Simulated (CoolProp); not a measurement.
Vapour-liquid equilibrium of R125 (1) + R115 (2) at 0.0299 MPa; x and y are mole fractions of (1).

The numbers come from the multi-fluid Helmholtz-energy mixture model, Lemmon 2005 and Lemmon 2016; pair parameters Bell 2016 in CoolProp.

Q: Give the bubble temperature and the first vapour's composition at x = 0.35, 0.5, 0.95. Is there an azeotrope?

A: x = 0.35: 203.2 K, y = 0.514; x = 0.5: 202.4 K, y = 0.603; x = 0.95: 202.6 K, y = 0.926. y crosses x between x = 0.65 and 0.8: the model has an azeotrope there.

Pair parameters are fitted to limited data, so mixtures are less certain than the pure fluids.
